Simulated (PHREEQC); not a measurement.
1 kg of water holding 31 mmol/kgw K2CO3, 35 mmol/kgw KCl and 49 mmol/kgw KHCO3 is evaporated at 25 °C; the solids stay in contact with the brine. No CO2 enters from the air. Solids allowed: Kalicinite, Sylvite. Others were left out.

The series has 27 steps of water left (kg), from 1 to 0.006094.

Model: Pitzer model, pitzer.dat, run in PHREEQC.

**Question.** Which solids form, in which order, and at which step of the series does each first stand?

**Answer.** Kalicinite from water left = 0.01979 kg (pH 9.71); Sylvite from water left = 0.01337 kg (pH 10.19).
